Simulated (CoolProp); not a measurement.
A simple Rankine cycle with R365MFC: condensing at 302.15 K, boiler at 0.703 MPa, turbine inlet 395.8 K, turbine efficiency 0.7, pump efficiency 0.7, no recuperator. Each further row changes one setting.

Values from CoolProp's reference Helmholtz-energy equation of state, Lemmon 2016.

```csv
case,thermal efficiency (%),net work (kJ/kg),heat in (kJ/kg),turbine exit temperature (K),volume ratio over the turbine
as stated,11.0,31.3,284,358.1,11.0
turbine inlet 415.8 K,10.8,33.5,310,379.0,10.8
condensing temperature 294.15 K,12.1,35.6,295,353.8,15.1
boiler pressure 0.492 MPa,9.6,27.5,288,365.3,7.44
turbine efficiency 0.6,9.4,26.7,284,362.2,11.1
```
